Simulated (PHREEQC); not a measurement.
Make-up at 25 °C: 0.16 mol/kgw NaHSO4, 0.0037 mol/kgw Na2SO4 and 0.042 mol/kgw NaCl. Closed to the air; pH follows from the charge balance.

Computed with PHREEQC (Pitzer model, pitzer.dat).

No solid was allowed to form.

Task: What pH does the model give?

Result: pH 1.29.

Task: In which forms is S present?

Result: HSO4- 52 %, SO4-2 48 % of the S.
